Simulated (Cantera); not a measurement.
Charge: 1 mol FeS, 430 mol H2, 0.24 mol H2O, at 675 K and 1130 Torr.

These are equilibrium values from Cantera (NASA tables, ideal gas, pure condensed phases), not measurements of a reactor. Candidate condensed phases: Fe, FeO, Fe(OH)2, Fe(OH)3, FeS, FeSO4, FeS2, Fe2O3, Fe2(SO4)3, Fe3O4, H2O, H2SO4, S; 22 gas species. FeS: taken at fixed stoichiometry. Kinetics and transport are ignored.

Task: What is the equilibrium state?

Result: 
```
Property                                    Value
-------------------------------------  ----------
x(H2)                                       0.999
x(H2O)                                   0.000558
x(H2S)                                    2.41e-5
n(Fe(α))                               0.0104 mol
n(FeS(s))                               0.990 mol
gas amount                              430.2 mol
log10 activity of S(l) (absent)             -8.00
log10 activity of Fe(OH)2(s) (absent)       -8.60
log10 activity of Fe(OH)3(s) (absent)      -16.11
```
